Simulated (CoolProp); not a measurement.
Sulfur hexafluoride along the isotherm 15.65 °C: density (kg/m³) from the reference equation and from simpler models built on Tc = 45.6 °C, pc = 37.55 bar, ω = 0.210; each cubic takes its own stable root.

Model: reference Helmholtz-energy equation of state, Guder 2009, in CoolProp.

```csv
p (bar),phase,reference
20.9,liquid,1439
41.7,liquid,1487
62.6,liquid,1523
83.4,liquid,1552
104,liquid,1576
125,liquid,1598
146,liquid,1618
167,liquid,1635
188,liquid,1651
```

Task: How far does each simpler model (van der Waals, Soave-Redlich-Kwong, Peng-Robinson) lie from the reference over these 9 states: mean and median of the absolute difference, and the worst?

Result: 
- van der Waals: mean 35.8 %, median 29.1 %, worst -87.8 % at 15.65 °C and 20.9 bar
- Soave-Redlich-Kwong: mean 5.6 %, median 4.8 %, worst -11.5 % at 15.65 °C and 20.9 bar
- Peng-Robinson: mean 6.0 %, median 6.9 %, worst +9.3 % at 15.65 °C and 188 bar

At some of these states van der Waals gives the other phase, because its saturation line lies elsewhere.
